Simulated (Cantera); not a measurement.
# Equilibrium for iron carbonyl, mercury and lead vapours: Fe(CO)5 + CO + N2

Feed: 1 mol Fe(CO)5, 6.3 mol CO, 35 mol N2, at 13.3 mbar.

Equilibrium computed with Cantera from the NASA thermochemical tables; the gas is ideal and each condensed phase is pure. Candidate condensed phases: C, Fe, Fe(CO)5, FeO, Fe2O3, Fe3O4; 27 gas species. Condensed phases not in the tables: cementite and carbon dissolved in iron. Kinetics and transport are ignored.

| T (K) | x N2 | x CO | x CO2 | x Fe | x C2N2 | n C(graphite) | n Fe(α) | n Fe(γ) |
|---|---|---|---|---|---|---|---|---|
| 875 | 0.762 | 0.231 | 0.00763 | <1e-12 | <1e-12 | 0.351 | 1.00 | 0 |
| 925 | 0.758 | 0.240 | 0.00231 | <1e-12 | <1e-12 | 0.107 | 1.00 | 0 |
| 975 | 0.757 | 0.243 | 0.000755 | <1e-12 | <1e-12 | 0.0349 | 1.00 | 0 |
| 1025 | 0.756 | 0.244 | 0.000272 | 3.69e-12 | <1e-12 | 0.0126 | 1.00 | 0 |
| 1075 | 0.756 | 0.244 | 0.000108 | 3.38e-11 | <1e-12 | 0.00499 | 1.00 | 0 |
| 1125 | 0.756 | 0.244 | 4.64e-5 | 2.52e-10 | <1e-12 | 0.00215 | 1.00 | 0 |
| 1175 | 0.756 | 0.244 | 2.15e-5 | 1.58e-9 | 2.55e-12 | 0 | 1.00 | 0 |
| 1225 | 0.756 | 0.244 | 1.06e-5 | 8.46e-9 | 9.42e-12 | 0 | 0 | 1.00 |
| 1275 | 0.756 | 0.244 | 5.57e-6 | 3.96e-8 | 3.14e-11 | 0 | 0 | 1.000 |
| 1325 | 0.756 | 0.244 | 3.07e-6 | 1.65e-7 | 9.56e-11 | 0 | 0 | 1.000 |
| 1375 | 0.756 | 0.244 | 1.77e-6 | 6.16e-7 | 2.68e-10 | 0 | 0 | 1.000 |
| 1425 | 0.756 | 0.244 | 1.06e-6 | 2.10e-6 | 7.00e-10 | 0 | 0 | 1.000 |
| 1475 | 0.756 | 0.244 | 6.60e-7 | 6.55e-6 | 1.71e-9 | 0 | 0 | 1.000 |
x: gas mole fraction; n: condensed amount in mol.

From 875 K to 1125 K the condensed part is C(graphite) + Fe(α). At 1175 K the condensed part is Fe(α). From 1225 K to 1475 K the condensed part is Fe(γ).
